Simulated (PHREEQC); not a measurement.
# Nickel, zinc or cadmium bath (model solution)

Consider water at 25 °C with 0.13 mol/kgw CdCl2 and 3.74e-05 mol/kgw FeSO4. Closed to the air; pH follows from the charge balance.

Equilibrium calculation in PHREEQC: ion-association model, wateq4f.dat.

pH: 5.34
ionic strength: 0.148 mol/kgw

```tsv
species	molality	activity	log γ
Cl-	0.125	0.0916	-0.134
CdCl+	0.0832	0.0632	-0.119
CdCl2	0.0233	0.0241	0.015
Cd+2	0.0216	0.00723	-0.476
CdCl3-	0.00184	0.00139	-0.119
Fe+2	3.53e-5	1.26e-5	-0.447
SO4-2	2.26e-5	7.35e-6	-0.487
CdSO4	1.48e-5	1.53e-5	0.015
```

This is a speciation only: nothing precipitates in the calculation.
